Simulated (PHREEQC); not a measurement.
## Acid rinse or clean: an equilibrium model

Solution (25 °C): 0.001 mol/kgw HF, 0.0025 mol/kgw NiCl2 and 0.028 mol/kgw MnSO4. Closed to the air; pH follows from the charge balance.

Model: ion-association model, wateq4f.dat, run in PHREEQC.

Each row changes one thing in this solution. Precipitation was switched off in this run.

```json
[
 {"case": "as made", "pH": "3.45", "ionic strength (mol/kgw)": "0.0775", "SO4-2 (mol/kgw)": "0.0173", "Ni+2 (mol/kgw)": "0.00162", "NiSO4 (mol/kgw)": "0.000867", "F- (mol/kgw)": "0.000678", "SI of Morenosite (NiSO4:7H2O)": "-2.99"},
 {"case": "MnSO4 from 0.028 to 0.14 mol/kgw", "pH": "3.65", "ionic strength (mol/kgw)": "0.300", "SO4-2 (mol/kgw)": "0.0729", "Ni+2 (mol/kgw)": "0.00127", "NiSO4 (mol/kgw)": "0.00122", "F- (mol/kgw)": "0.000736", "SI of Morenosite (NiSO4:7H2O)": "-2.82"},
 {"case": "diluted 100-fold with water", "pH": "5.03", "ionic strength (mol/kgw)": "0.00116", "SO4-2 (mol/kgw)": "0.000269", "Ni+2 (mol/kgw)": "2.41e-5", "NiSO4 (mol/kgw)": "9.31e-7", "F- (mol/kgw)": "9.85e-6", "SI of Morenosite (NiSO4:7H2O)": "-5.96"},
 {"case": "MnSO4 replaced by Rb2SO4 at the same molality", "pH": "3.52", "ionic strength (mol/kgw)": "0.0871", "SO4-2 (mol/kgw)": "0.0265", "Ni+2 (mol/kgw)": "0.00141", "NiSO4 (mol/kgw)": "0.00108", "F- (mol/kgw)": "0.000738", "SI of Morenosite (NiSO4:7H2O)": "-2.89"},
 {"case": "HF from 0.001 to 0.0015 mol/kgw", "pH": "3.32", "ionic strength (mol/kgw)": "0.0776", "SO4-2 (mol/kgw)": "0.0172", "Ni+2 (mol/kgw)": "0.00162", "NiSO4 (mol/kgw)": "0.000863", "F- (mol/kgw)": "0.000923", "SI of Morenosite (NiSO4:7H2O)": "-2.99"},
 {"case": "diluted 5-fold with water", "pH": "(withheld)", "ionic strength (mol/kgw)": "0.0188", "SO4-2 (mol/kgw)": "0.00427", "Ni+2 (mol/kgw)": "(withheld)", "NiSO4 (mol/kgw)": "0.000111", "F- (mol/kgw)": "0.000169", "SI of Morenosite (NiSO4:7H2O)": "-3.88"},
 {"case": "temperature from 25 to 85 °C", "pH": "3.81", "ionic strength (mol/kgw)": "0.0604", "SO4-2 (mol/kgw)": "0.0129", "Ni+2 (mol/kgw)": "(withheld)", "NiSO4 (mol/kgw)": "0.000913", "F- (mol/kgw)": "0.000611", "SI of Morenosite (NiSO4:7H2O)": "(withheld)"},
 {"case": "temperature from 25 to 20 °C", "pH": "3.43", "ionic strength (mol/kgw)": "0.0793", "SO4-2 (mol/kgw)": "0.0177", "Ni+2 (mol/kgw)": "0.00162", "NiSO4 (mol/kgw)": "0.000857", "F- (mol/kgw)": "0.000686", "SI of Morenosite (NiSO4:7H2O)": "-2.94"}
]
```

Question: Some entries are withheld; supply them.

Answer: 
- diluted 5-fold with water, pH: 3.91
- diluted 5-fold with water, Ni+2 (mol/kgw): 0.000388
- temperature from 25 to 85 °C, Ni+2 (mol/kgw): 0.00157
- temperature from 25 to 85 °C, SI of Morenosite (NiSO4:7H2O): -3.51

At this temperature some constants are extrapolated from 25 °C, and those without enthalpy data are left unchanged.
